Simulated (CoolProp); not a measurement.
Vapour-liquid equilibrium of toluene (1) + ethylbenzene (2) at 415.4 K; x and y are mole fractions of (1).

The numbers come from the multi-fluid Helmholtz-energy mixture model, Lemmon 2006 and Zhou 2012; pair parameters Bell 2016 in CoolProp.

```csv
x,"bubble pressure, mixture model (kPa)","bubble pressure, Raoult's law (kPa)","y, mixture model","y, Raoult's law"
0.05,124.6,124.5,0.090,0.092
0.125,132.8,132.9,0.210,0.216
0.2,140.7,141.2,0.314,0.326
0.275,148.5,149.5,0.408,0.423
0.35,156.2,157.9,0.493,0.510
0.425,164.1,166.2,0.571,0.588
0.5,172.0,174.5,0.644,0.659
0.575,180.2,182.9,0.711,0.724
0.65,188.5,191.2,0.773,0.782
0.725,197.0,199.6,0.830,0.836
0.8,205.8,207.9,0.882,0.886
0.875,214.8,216.2,0.930,0.931
0.95,224.0,224.6,0.974,0.974
```

The largest gap from Raoult's law is -1.5 % in bubble pressure, at x = 0.575. No azeotrope shows between x = 0.05 and 0.95.

Pair parameters are fitted to limited data, so mixtures are less certain than the pure fluids.
